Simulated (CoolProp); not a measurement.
A Linde-Hampson liquefier for CF4 (R14): isothermal reversible compression at 320 K from 1 atm to 40 MPa, throttling to 1 atm, return gas leaving the recuperator 5 K below the feed. Each further row changes one setting.

The numbers come from the reference Helmholtz-energy equation of state, Platzer 1990 in CoolProp. This equation is an older, rougher fit; its heat capacities, sound speeds and derivatives of the liquid may be far off and weren't checked against measurements.

```tsv
case	liquid yield per pass	compression work (kJ/kg of gas)
as stated	0.242	169
warm-end temperature 350 K	0.191	190
warm-end gap 10 K	0.230	169
```
